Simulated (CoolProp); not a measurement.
Computed with CoolProp (reference Helmholtz-energy equation of state, Span 1996).

**Question.** For carbon dioxide, give the phase and the speed of sound (m/s) at 487.45 °C and 13900 kPa; 532.35 °C and 5570 kPa.

**Answer.** 
- 487.45 °C and 13900 kPa: supercritical; speed of sound 430
- 532.35 °C and 5570 kPa: gas; speed of sound 432
